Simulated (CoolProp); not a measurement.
Computed with CoolProp (reference Helmholtz-energy equation of state, Thol 2022).

Problem. Give the vapour pressure (bar), liquid density (kg/m³), vapour density (kg/m³), enthalpy of vaporisation (kJ/kg) of saturated vinyl chloride at 27.85 °C.

Solution. 
```json
[
 {"T (°C)": "27.85", "p (bar)": "4.30", "liquid density (kg/m³)": "894", "vapour density (kg/m³)": "11.7", "enthalpy of vaporisation (kJ/kg)": "320"}
]
```
